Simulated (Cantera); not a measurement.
A freely propagating, adiabatic, planar premixed flame of CO : H2 : CH4 : O2 : N2 = 1 : 0.091 : 0.3 : 1.71 : 6.43 (molar parts), equivalence ratio 0.67, unburnt at 475 K and 4.15 atm; mixture-averaged transport, grid criteria slope 0.08 and curve 0.16, no radiation.

Model: GRI-Mech 3.0 (53 species, 325 reactions), integrated in Cantera. Burning velocities carry a grid error of a few per cent, more on coarse grids.

### Question
Predict: laminar burning velocity; thermal thickness; peak x(C2H4); peak x(CH2).

### Answer
```json
{
  "laminar_burning_velocity": "41.1 cm/s",
  "thermal_thickness": "0.155 mm",
  "peak x(C2H4)": "2.59e-5",
  "peak x(CH2)": "2.94e-6"
}
```
